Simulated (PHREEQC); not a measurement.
0.046 g of hydrous ferric oxide (600 m²/g; 0.2 weak and 0.005 strong sites per Fe, Dzombak-Morel constants, diffuse double layer) in 1 kg of water with 0.001 mol/kgw of an inert sodium salt and 6.8e-06 mol PbCl2, 3.2e-07 mol SrCl2 and 6.8e-05 mol H3BO3, at 25 °C; the pH is set by adding NaOH or the inert anion's acid. O2 is buffered at 0.21 atm. No CO2 enters from the air. Nothing may precipitate in this run.

The numbers come from PHREEQC with the ion-association model, wateq4f.dat.

Q: Predict Sr sorbed (%) at pH = 7.5, 9, 9.5.

A: 
| pH | Sr sorbed (%) |
|---|---|
| 7.5 | 0.0 |
| 9 | 9.1 |
| 9.5 | 48.5 |
